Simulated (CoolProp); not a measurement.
Fluorine along the isobar 0.988 MPa: Z from the reference equation and from simpler models built on Tc = -128.7 °C, pc = 5.240 MPa, ω = 0.045; each cubic takes its own stable root.

Computed with CoolProp (reference Helmholtz-energy equation of state, de Reuck 1990).

```json
[
 {"T (°C)": "-183.95", "phase": "liquid", "reference": "0.03433", "van der Waals": "0.05002", "Redlich-Kwong": "0.03406", "Soave-Redlich-Kwong": "0.03427", "Peng-Robinson": "0.03034"},
 {"T (°C)": "-172.55", "phase": "liquid", "reference": "0.03235", "van der Waals": "0.8483", "Redlich-Kwong": "0.03251", "Soave-Redlich-Kwong": "0.03262", "Peng-Robinson": "0.02882"},
 {"T (°C)": "-161.05", "phase": "gas", "reference": "0.8441", "van der Waals": "0.8865", "Redlich-Kwong": "0.8513", "Soave-Redlich-Kwong": "0.8512", "Peng-Robinson": "0.8428"},
 {"T (°C)": "-149.65", "phase": "gas", "reference": "0.8895", "van der Waals": "0.9119", "Redlich-Kwong": "0.8909", "Soave-Redlich-Kwong": "0.8905", "Peng-Robinson": "0.8825"},
 {"T (°C)": "-138.15", "phase": "gas", "reference": "0.9183", "van der Waals": "0.9300", "Redlich-Kwong": "0.9174", "Soave-Redlich-Kwong": "0.9171", "Peng-Robinson": "0.9096"},
 {"T (°C)": "-126.75", "phase": "gas", "reference": "0.9377", "van der Waals": "0.9432", "Redlich-Kwong": "0.9357", "Soave-Redlich-Kwong": "0.9357", "Peng-Robinson": "0.9287"},
 {"T (°C)": "-115.25", "phase": "gas", "reference": "0.9515", "van der Waals": "0.9533", "Redlich-Kwong": "0.9491", "Soave-Redlich-Kwong": "0.9495", "Peng-Robinson": "0.9430"},
 {"T (°C)": "-103.85", "phase": "gas", "reference": "0.9615", "van der Waals": "0.9611", "Redlich-Kwong": "0.9591", "Soave-Redlich-Kwong": "0.9599", "Peng-Robinson": "0.9538"},
 {"T (°C)": "-92.35", "phase": "gas", "reference": "0.9691", "van der Waals": "0.9674", "Redlich-Kwong": "0.9668", "Soave-Redlich-Kwong": "0.9679", "Peng-Robinson": "0.9622"},
 {"T (°C)": "-80.95", "phase": "gas", "reference": "0.9749", "van der Waals": "0.9724", "Redlich-Kwong": "0.9727", "Soave-Redlich-Kwong": "0.9741", "Peng-Robinson": "0.9688"},
 {"T (°C)": "-69.45", "phase": "gas", "reference": "0.9795", "van der Waals": "0.9765", "Redlich-Kwong": "0.9775", "Soave-Redlich-Kwong": "0.9791", "Peng-Robinson": "0.9742"},
 {"T (°C)": "-58.05", "phase": "gas", "reference": "0.9831", "van der Waals": "0.9798", "Redlich-Kwong": "0.9813", "Soave-Redlich-Kwong": "0.9831", "Peng-Robinson": "0.9785"},
 {"T (°C)": "-46.55", "phase": "gas", "reference": "0.9860", "van der Waals": "0.9826", "Redlich-Kwong": "0.9844", "Soave-Redlich-Kwong": "0.9863", "Peng-Robinson": "0.9820"},
 {"T (°C)": "-35.15", "phase": "gas", "reference": "0.9884", "van der Waals": "0.9850", "Redlich-Kwong": "0.9870", "Soave-Redlich-Kwong": "0.9890", "Peng-Robinson": "0.9849"},
 {"T (°C)": "-23.65", "phase": "gas", "reference": "0.9904", "van der Waals": "0.9870", "Redlich-Kwong": "0.9891", "Soave-Redlich-Kwong": "0.9912", "Peng-Robinson": "0.9874"}
]
```

At some of these states van der Waals gives the other phase, because its saturation line lies elsewhere.
